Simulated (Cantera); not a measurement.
## Chemical vapour transport: Fe₂O₃ + H₂O

Charge: 1 mol Fe₂O₃, 0.12 mol H₂O, held at 752 °C and 0.133 bar.

Equilibrium computed with Cantera from the NASA thermochemical tables; the gas is ideal and each condensed phase is pure. Candidate condensed phases: Fe, FeO, Fe(OH)₂, Fe(OH)₃, Fe₂O₃, Fe₃O₄, H₂O; 12 gas species. Rates play no part.

* **x(H₂O)**: 1.000
* **n(Fe₂O₃(s))**: 1.00 mol
* **gas amount**: 0.1200 mol
* **log10 activity of Fe(OH)₂(s) (absent)**: -7.64
* **log10 activity of Fe(α) (absent)**: -8.69
* **log10 activity of Fe(OH)₃(s) (absent)**: -9.76
